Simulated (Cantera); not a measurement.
An isothermal, constant-pressure homogeneous reactor starts with 50.8 % CH₄, 49.2 % H₂O, at 2150 K and 3750 Torr.

Model: GRI-Mech 3.0 (53 species, 325 reactions), integrated in Cantera.

One state of this run: x CH₄ = 0.00121; x H₂O = 4.03e-5; x H₂O₂ = <1e-12; x HCO = 5.23e-7; x C₂H₂ = 0.00316. x: mole fraction; the columns are a selection and need not sum to one.

**Question.** Which value of t (s) does it belong to?
A. 0.000300
B. 0.00199
C. 1.51
D. 0.00514

**Answer.** C, 1.51
